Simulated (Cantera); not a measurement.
Feed: 1 mol Si, 0.12 mol N2O, 810 mol H2, 0.12 mol O2, equilibrated at 0.340 bar.

These are equilibrium values from Cantera (NASA tables, ideal gas, pure condensed phases), not measurements of a reactor. Candidate condensed phases: H2O, Si, SiO2, Si2N2O, Si3N4; 35 gas species. Mutual solubility and eutectic melting of coexisting phases are not modelled. The tables hold silica as quartz up to 1696 K and as liquid above; real silica turns to tridymite and cristobalite and melts near 1996 K. Gases not in the tables: Si2H6 and higher silanes. The numbers say what is thermodynamically allowed, not how fast it happens.

Q: Which condensed phases are stable at each of these points (T (°C)): 825, 975, 1125, 1275, 1425, 1575, 1725, 1875?

A: 
| T (°C) | condensed phases | Si condensed (%) |
|---|---|---|
| 825 | Si(s) + SiO2(β-quartz) + Si2N2O(s) | 100.0 |
| 975 | Si(s) + SiO2(β-quartz) + Si2N2O(s) | 99.5 |
| 1125 | Si(s) + SiO2(β-quartz) + Si2N2O(s) | 83.2 |
| 1275 | Si(s) + Si2N2O(s) | 75.0 |
| 1425 | Si(l) | 62.5 |
| 1575 | Si(l) | 58.2 |
| 1725 | Si(l) | 40.9 |
| 1875 | gas only | 0.0 |

From 825 °C to 1125 °C the condensed part is Si(s) + SiO2(β-quartz) + Si2N2O(s). At 1275 °C the condensed part is Si(s) + Si2N2O(s). From 1425 °C to 1725 °C the condensed part is Si(l). At 1875 °C nothing is condensed.
